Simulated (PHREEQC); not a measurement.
PHREEQC input (ion-association model, phreeqc.dat):

```
SOLUTION_SPECIES
  CO3-2 + 10 H+ + 8 e- = CH4 + 3 H2O  # shut off: no methane
    -log_k -100
    -delta_h 0
    -analytic -100
SOLUTION 1
  temp 25
  units mol/kgw
  pH 7 charge
END
SELECTED_OUTPUT 1
  -reset false
  -pH true
  -pe true
  -ionic_strength true
  -water true
  -totals C C(-4) C(4) Mtg
  -molalities H+ CO3-2 OH- HCO3- CO2 (CO2)2
USER_PUNCH 1
  -headings p_CO2(g) phi_CO2(g) p_Mtg(g) phi_Mtg(g) p_H2O(g) phi_H2O(g) density
  10 PUNCH PR_P("CO2(g)"), PR_PHI("CO2(g)"), PR_P("Mtg(g)"), PR_PHI("Mtg(g)"), PR_P("H2O(g)"), PR_PHI("H2O(g)"), RHO
PRINT
  -reset false
USE solution 1
REACTION_TEMPERATURE 1
  10
GAS_PHASE 1
  -fixed_pressure
  -pressure 1
  -temperature 10
  -volume 20
  CO2(g) 0.33
  Mtg(g) 0.67
  H2O(g) 0
END
# ... the last block is repeated for the other 8 points of P (atm)
```

Selected output (columns that matter, 9 of 9 rows; P (atm) added in front):

```
P (atm)	pH	mu	C	Mtg	m_H+	m_OH-	m_CO2	p_CO2(g)	phi_CO2(g)	p_Mtg(g)	phi_Mtg(g)	p_H2O(g)	phi_H2O(g)	density
1	4.1198	7.6641e-05	0.016826	0.0015712	7.6641e-05	3.9134e-11	0.016744	0.31336	0.99379	0.67428	0.99743	0.012364	0.9935	0.99985
2	3.9693	0.00010857	0.03358	0.003149	0.00010857	2.7746e-11	0.033448	0.63078	0.98767	1.3568	0.99484	0.012447	0.98729	1
3	3.8822	0.00013285	0.050097	0.0047135	0.00013285	2.2746e-11	0.049911	0.94848	0.98156	2.039	0.99227	0.012531	0.98111	1.0002
5	3.7737	0.00017085	0.082435	0.0078034	0.00017085	1.7771e-11	0.08212	1.5847	0.96943	3.4026	0.98715	0.012703	0.96878	1.0006
7.5	3.6889	0.00020798	0.12158	0.011594	0.00020798	1.4667e-11	0.12106	2.3815	0.95439	5.1056	0.98081	0.012922	0.95348	1.0011
10	3.6298	0.00023855	0.15932	0.015305	0.00023855	1.2837e-11	0.15854	3.1799	0.9395	6.8069	0.97455	0.013148	0.93829	1.0015
15	3.5486	0.00028803	0.23069	0.022499	0.00028803	1.0705e-11	0.22927	4.7815	0.91014	10.205	0.96225	0.013617	0.90822	1.0024
20	3.4931	0.00032764	0.2967	0.029398	0.00032764	9.4683e-12	0.29452	6.389	0.88134	13.597	0.95025	0.014114	0.87859	1.0032
30	3.4195	0.00038887	0.41332	0.042368	0.00038887	8.0651e-12	0.40934	9.6204	0.82539	20.364	0.92714	0.015195	0.8206	1.0046
```

Complexes and solids missing from the database can't appear. Away from 25 °C the constants follow the database's enthalpies or fits; those with neither stay at their 25 °C values.
